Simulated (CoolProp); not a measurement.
Vapour-liquid equilibrium of R113 (1) + benzene (2) at 0.815 MPa; x and y are mole fractions of (1).

The numbers come from the multi-fluid Helmholtz-energy mixture model, Marx 1992 and Thol 2012; pair parameters Bell 2016 in CoolProp.

Problem. Give the bubble temperature and the first vapour's composition at x = 0.25, 0.55, 0.65. Is there an azeotrope?

Solution. x = 0.25: 423.1 K, y = 0.419; x = 0.55: 412.1 K, y = 0.684; x = 0.65: 409.4 K, y = 0.756. No azeotrope shows between x = 0.05 and 0.95.

Pair parameters are fitted to limited data, so mixtures are less certain than the pure fluids.
